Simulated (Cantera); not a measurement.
Source: NASA polynomial tables (part measured, part estimated), evaluated in Cantera. Values are per mole of reaction as written; species without (g) are pure solids or liquids, kept so even where they would boil at 1 bar.

PbS(g) = Pb(g) + S

```tsv
T (K)	ΔH° (kJ)	ΔS° (J/K)	ΔG° (kJ)	log10 K	condensed phases
300	…	…	…	…	S(s)
423	67.0	-34.4	81.6	-10.07	S(l)
498	68.9	-30.4	84.0	-8.81	S(l)
573	70.6	-27.1	86.1	-7.85	S(l)
648	…	…	…	…	S(l)
723	73.1	-23.2	89.9	-6.49	S(l)
798	…	…	…	…	S(l)
873	…	…	…	…	S(l)
948	76.7	-18.9	94.6	-5.21	S(l)
1023	77.9	-17.7	96.0	-4.90	S(l)
```

Some entries are withheld; supply them.


- 300, ΔH° (kJ): 63.4
- 300, ΔS° (J/K): -43.9
- 300, ΔG° (kJ): 76.6
- 300, log10 K: -13.34
- 648, ΔH° (kJ): 72.0
- 648, ΔS° (J/K): -24.8
- 648, ΔG° (kJ): 88.1
- 648, log10 K: -7.10
- 798, ΔH° (kJ): 74.2
- 798, ΔS° (J/K): -21.8
- 798, ΔG° (kJ): 91.6
- 798, log10 K: -5.99
- 873, ΔH° (kJ): 75.4
- 873, ΔS° (J/K): -20.4
- 873, ΔG° (kJ): 93.2
- 873, log10 K: -5.57
